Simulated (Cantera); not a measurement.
Cantera run:

```python
import numpy as np
import cantera as ct

gas_names = """
    Electron F F+ F- FO FO2 F2 F2O N N+ N- NF NF2 NF3 NO NO+ NO2 NO2- NO3 NO3- N2 N2+ N2- N2O N2O+ O O+
    O- O2 O2+ O2- O3
""".split()
cond_names = """

""".split()


# ... load() reads the species with a 1 bar reference pressure and builds the phases ...
atoms = {
    'NF3': {'N': 1, 'F': 3},
    'O2': {'O': 2},
}
top_T = {}  # K; cautious upper limits of use, not melting points


# ... equilibrate(T, P, feed) seeds the gas with the atoms and calls Mixture.equilibrate('TP', solver="vcs", rtol=1e-11, max_steps=5000) ...
results = []
feed = {'NF3': 1, 'O2': 4.2}  # mol
P = 100000  # Pa
for T in [2500, 3000, 3500, 4000, 4500, 5000]:
    mix = equilibrate(T, P, feed)
    results.append((T, P, feed, dict(zip(mix.species_names, mix.species_moles))))

top = {s: max(r[3][s] / sum(r[3][g] for g in gas_names) for r in results) for s in gas_names}
cols = sorted((s for s in top if top[s] > 1e-05), key=lambda s: -top[s])[:7]
seen = [c for c in cond_names if any(r[3].get(c, 0) > 1e-12 for r in results)]
print("log10 of partial pressures in bar; condensed amounts in mol")
print(f"{'T/K':>10s}" + "".join(f"{s[:9]:>10s}" for s in cols + seen))
for T, P, feed, n in results:
    ng = sum(n[g] for g in gas_names)
    print(f"{T:10.4g}" + "".join(f"{np.log10(max(n[s] / ng * P / 1e5, 1e-99)):10.3f}" for s in cols)
          + "".join(f"{n.get(c, 0):10.4g}" for c in seen))
```

Output:

```
log10 of partial pressures in bar; condensed amounts in mol
       T/K         O        O2         F        N2        NO         N        FO
      2500    -1.976    -0.274    -0.412    -1.225    -1.997    -7.147    -3.726
      3000    -1.107    -0.323    -0.427    -1.275    -1.729    -5.494    -3.682
      3500    -0.555    -0.497    -0.475    -1.355    -1.631    -4.332    -3.759
      4000    -0.276    -0.898    -0.543    -1.425    -1.699    -3.463    -3.987
      4500    -0.186    -1.464    -0.581    -1.444    -1.862    -2.768    -4.277
      5000    -0.164    -2.019    -0.594    -1.458    -2.043    -2.208    -4.543
```

Cantera equilibrium calculation (NASA polynomials, part measured and part estimated; ideal gas, pure solids and liquids).
